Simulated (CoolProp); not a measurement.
Properties of benzene along the isotherm 346.85 °C.

Computed with CoolProp (reference Helmholtz-energy equation of state, Thol 2012).

| p (bar) | phase | cv (kJ/(kg K)) | Joule-Thomson coefficient (K/MPa) | viscosity (µPa s) |
|---|---|---|---|---|
| 5.26 | gas | 1.995 | 5.539 | 15.6 |
| 10.5 | gas | 2.002 | 5.736 | 15.7 |
| 15.8 | gas | 2.009 | 5.957 | 15.7 |
| 21 | gas | 2.017 | 6.196 | 15.8 |
| 26.3 | gas | 2.026 | 6.466 | 15.9 |
| 31.5 | gas | 2.035 | 6.757 | 16.0 |
| 36.8 | gas | 2.045 | 7.083 | 16.3 |
| 42.1 | gas | 2.056 | 7.434 | 16.7 |
| 47.3 | gas | 2.068 | 7.795 | 17.2 |
| 52.6 | supercritical | 2.081 | 8.162 | 17.9 |
| 57.8 | supercritical | 2.095 | 8.486 | 18.9 |
| 63.1 | supercritical | 2.109 | 8.717 | 20.3 |
| 68.3 | supercritical | 2.123 | 8.764 | 22.2 |
| 73.6 | supercritical | 2.134 | 8.521 | 24.6 |

Viscosity comes from a separate model (Avgeri 2014).
